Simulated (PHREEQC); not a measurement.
A column of 0.1 m (30 cells, dispersivity 0.008 m, 3600 s a shift, diffusion coefficient 3e-10 m²/s) holds 0.29 eq of the database's cation exchanger X per kg of pore water, first in equilibrium with 0.0067 mol MnCl2 and 1e-05 mol HCl per kg of water. It is flushed with 0.055 mol ZnSO4 and 1e-05 mol HCl per kg of water, at 15 °C. Values are for the last cell. CO2 from the air is kept out. No solid was allowed to form.

The numbers come from PHREEQC with the ion-association model, phreeqc.dat.

Problem. Predict S in solution (mol/kgw), Zn in solution (mol/kgw), Cl in solution (mol/kgw), Mn in solution (mol/kgw) at pore volumes = 1.35, 1.883, 3.75.

Solution. 
```
pore volumes  S in solution (mol/kgw)  Zn in solution (mol/kgw)  Cl in solution (mol/kgw)  Mn in solution (mol/kgw)
------------  -----------------------  ------------------------  ------------------------  ------------------------
1.35                           0.0457                   1.88e-5                   0.00227                    0.0468
1.883                          0.0531                   0.00103                  0.000463                    0.0523
3.75                           0.0550                    0.0333                   1.10e-5                    0.0217
```

Complexes and solids missing from the database can't appear.
